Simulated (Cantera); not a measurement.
A perfectly stirred reactor is fed with 59.1 % CH4, 37.8 % H2O, 3.02 % H2, at 12800 Torr; it is held at 1448 K, and followed from long to short residence time.

Model: GRI-Mech 3.0 (53 species, 325 reactions), integrated in Cantera. GRI-Mech 3.0 stops at C3 and has no aromatics, soot or wall deposition, so with more carbon than oxygen in the feed, carbon stays in small species such as C2H2 where larger ones or solid carbon would form. The pressure lies above the range GRI-Mech 3.0 was tuned for (to about 10 atm).

x: mole fraction; the columns are a selection and need not sum to one.

```csv
τ (s),x CH4,x H2O,x H2,x CO,x C2H2
0.37,0.411,0.337,0.186,?,0.0228
0.20,0.432,0.345,0.165,?,0.0217
0.11,0.465,0.353,0.137,?,0.0186
0.060,0.503,0.361,0.105,?,0.0136
0.033,0.535,0.368,0.0769,?,0.00838
0.018,0.558,0.373,0.0569,?,0.00418
0.0098,0.573,0.376,0.0443,?,0.00167
0.0053,0.582,0.377,0.0372,?,0.000529
0.0029,0.586,0.378,0.0336,?,0.000140
```

Q: What belongs in the gaps?

A: 
- 0.37, x CO: 0.00381
- 0.20, x CO: 0.00205
- 0.11, x CO: 0.00101
- 0.060, x CO: 0.000456
- 0.033, x CO: 0.000199
- 0.018, x CO: 8.40e-5
- 0.0098, x CO: 3.56e-5
- 0.0053, x CO: 1.47e-5
- 0.0029, x CO: 5.66e-6
